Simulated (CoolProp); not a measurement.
Saturation properties of oxygen.

The numbers come from the reference Helmholtz-energy equation of state, Schmidt 1985 in CoolProp.

| T (K) | p (MPa) | surface tension (mN/m) | liquid viscosity (µPa s) |
|---|---|---|---|
| 77.9 | … | 16.3 | 280 |
| 84.1 | 0.05100 | 14.7 | 231 |
| 90.4 | … | 13.1 | 194 |
| 96.6 | 0.1889 | 11.6 | 165 |
| 102.9 | 0.3217 | 10.0 | 143 |
| 109.1 | 0.5104 | 8.59 | 124 |
| 115.3 | 0.7700 | … | … |
| 121.6 | 1.120 | … | … |
| 127.8 | 1.565 | 4.49 | 81.7 |

Question: Complete the blanks.

Answer: 
- 77.9, p (MPa): 0.02247
- 90.4, p (MPa): 0.1036
- 115.3, surface tension (mN/m): 7.18
- 115.3, liquid viscosity (µPa s): 108
- 121.6, surface tension (mN/m): 5.79
- 121.6, liquid viscosity (µPa s): 94.0

It boils at 90.2 K under 1 atm.

Viscosity comes from a separate model (Lemmon 2004). Surface tension comes from a separate correlation (Mulero 2012).
